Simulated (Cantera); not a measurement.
Feed: 1 mol SiCl4, 4.8 mol N2, 0.0054 mol Cl2, held at 1473.15 K and 825 Torr.

Equilibrium computed with Cantera from the NASA thermochemical tables; the gas is ideal and each condensed phase is pure. Candidate condensed phases: Si, Si3N4; 13 gas species. The tables' values for SiCl3 are old estimates; treat these amounts as uncertain. The numbers say what is thermodynamically allowed, not how fast it happens.

Q: What is the equilibrium state?

A: 
```
Quantity                             Result
--------------------------------  ---------
x(N2)                                 0.826
x(SiCl4)                              0.172
x(Cl)                               0.00103
x(Cl2)                             0.000493
x(SiCl3)                           0.000154
gas amount                        5.809 mol
log10 activity of Si(s) (absent)     -10.87
```
